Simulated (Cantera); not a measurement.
Feed: 1 mol Fe(CO)₅, 0.051 mol H₂, 0.37 mol N₂, at 650 °C and 0.0100 bar.

These are equilibrium values from Cantera (NASA tables, ideal gas, pure condensed phases), not measurements of a reactor. Condensed phases not in the tables: cementite and carbon dissolved in iron. Equilibrium is a limit: real reactors are often held back by kinetics, nucleation or transport.

```
species             before    after
----------------  --------  -------
CO₂                 0.0253    0.472
CO                   0.895    0.387
N₂                  0.0700    0.124
H₂                 0.00951   0.0106
CH₄                2.11e-7  2.64e-5
H₂O               0.000132  0.00636
C(graphite), mol     0.134     2.43
Fe(α), mol            1.00        0
FeO(s), mol              0     1.00
```
Gas species are given as mole fractions.

**Question.** What was changed between the two runs?
(A) pressure from 0.0100 bar to 0.00133 bar
(B) pressure from 0.0100 bar to 0.0870 bar
(C) N₂ from 0.37 to 4.4 mol
(D) pressure from 0.0100 bar to 1.00 bar

**Answer.** D, pressure from 0.0100 bar to 1.00 bar. The tables' stoichiometric FeO is somewhat more stable than real wüstite, so its field is too wide. FeO: taken at fixed stoichiometry
